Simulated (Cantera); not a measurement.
A closed system holds: 1 mol FeS, 0.34 mol SO₂, 1.7 mol O₂, 2.8 mol SO₃, at 450 °C and 4200 Pa.

Equilibrium computed with Cantera from the NASA thermochemical tables; the gas is ideal and each condensed phase is pure. Candidate condensed phases: Fe, FeO, FeS, FeSO₄, FeS₂, Fe₂O₃, Fe₂(SO₄)₃, Fe₃O₄, S; 12 gas species. The numbers say what is thermodynamically allowed, not how fast it happens.

Base state: SO₂ 0.546, SO₃ 0.453, O₂ 0.000592 (mole fractions); condensed: Fe₂(SO₄)₃(s).

Question: What changes in the equilibrium state with this change: FeS replaced by MgO?

Answer: 
```tsv
species	before	after
SO₃	0.453	0.551
O₂	0.000592	0.424
SO₂	0.546	0.0248
Fe₂(SO₄)₃(s), mol	0.500	0
MgSO₄(s), mol	0	1.00
```
Further candidate phases: Mg, MgO, MgS, MgSO₄.
